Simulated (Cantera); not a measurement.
An isothermal plug-flow reactor at 750 K and 1.00 atm (inlet), inlet velocity 0.17 m/s, active area per volume 300 1/m; feed CO : O2 : N2 : H2O = 0.0045 : 0.039 : 0.79 : 0.067 (molar parts), equivalence ratio 0.058.

Cantera simulation using Deutschmann's 1995 Pt surface mechanism with GRI-Mech 3.0 gas chemistry; the numbers are that mechanism's predictions, not measurements. Catalytic surfaces can have several steady states; this one follows from the mechanism file's or the stated starting coverage. Mass transfer to the wall is taken as infinitely fast.

x: gas mole fraction; θ: surface coverage.

```csv
z (m),x CO,x O2,x H2O,x CO2,θ free Pt,θ O*,θ OH*,θ CO*
5.8e-05,0.00222,0.0420,0.0745,0.00278,0.0714,0.914,0.00994,0.00476
0.00013,0.00194,0.0418,0.0745,0.00306,0.0508,0.939,0.00850,0.00206
0.00027,…,0.0417,0.0745,…,…,0.949,0.00778,…
0.00058,0.00129,0.0415,0.0745,0.00372,0.0358,0.956,0.00721,0.000664
0.0013,0.000834,0.0413,0.0746,0.00417,0.0311,0.962,0.00674,0.000323
0.0027,…,0.0411,0.0746,0.00458,0.0283,0.965,0.00643,…
0.0058,0.000120,0.0410,0.0746,0.00489,0.0266,0.967,0.00624,3.38e-5
```

Question: Some entries are withheld; supply them.

Answer: 
- 0.00027, x CO: 0.00166
- 0.00027, x CO2: 0.00335
- 0.00027, θ free Pt: 0.0421
- 0.00027, θ CO*: 0.00119
- 0.0027, x CO: 0.000427
- 0.0027, θ CO*: 0.000136
